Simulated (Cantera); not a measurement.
Feed: 1 mol Si(CH3)4, 0.037 mol C2H4, 25 mol H2, equilibrated at 1600 °C and 0.100 bar.

Method: chemical equilibrium by Gibbs-energy minimisation in Cantera with the NASA 1993 tables (ideal gas, pure condensed phases). Candidate condensed phases: C, C6H6, C7H8, C8H18, Si, SiC; 87 gas species. Rates play no part.

Base state: H2 0.998, H 0.00204, C2H2 (acetylene) 0.000311, CH4 6.07e-5 (mole fractions); condensed: C(graphite) + SiC(s).

Task: What changes in the equilibrium state with this change: 0.84 mol CO2 added?

Result: 
| species | before | after |
|---|---|---|
| H2 | 0.998 | 0.946 |
| CO | 0 | 0.0509 |
| H | 0.00204 | 0.00199 |
| SiO | 0 | 0.000346 |
| CH4 | 6.07e-5 | 5.46e-5 |
| C2H2 (acetylene) | 0.000311 | 0.000295 |
| C(graphite), mol | 3.05 | 2.24 |
| SiC(s), mol | 1.000 | 0.988 |
Further candidate phases: H2O, SiO2.
